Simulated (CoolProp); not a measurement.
Vapour-liquid equilibrium of propylene (1) + R22 (2) at 322.4 K; x and y are mole fractions of (1).

Values from CoolProp's multi-fluid Helmholtz-energy mixture model, Lemmon 2013 and Kamei 1995; pair parameters Bell 2016.

| x | bubble pressure, mixture model (MPa) | bubble pressure, Raoult's law (MPa) | y, mixture model | y, Raoult's law |
|---|---|---|---|---|
| 0.05 | 1.942 | 1.915 | 0.060 | 0.053 |
| 0.2 | 2.021 | 1.932 | 0.224 | 0.209 |
| 0.35 | 2.074 | 1.949 | 0.371 | 0.363 |
| 0.5 | 2.102 | 1.965 | 0.509 | 0.514 |
| 0.65 | 2.107 | 1.982 | 0.647 | 0.663 |
| 0.8 | 2.088 | 1.999 | 0.789 | 0.809 |
| 0.95 | 2.043 | 2.016 | 0.944 | 0.953 |

The largest gap from Raoult's law is +7.0 % in bubble pressure, at x = 0.5. y crosses x between x = 0.5 and 0.65: the model has an azeotrope there.

The pair parameters rest on a limited set of measurements; away from them the model extrapolates.
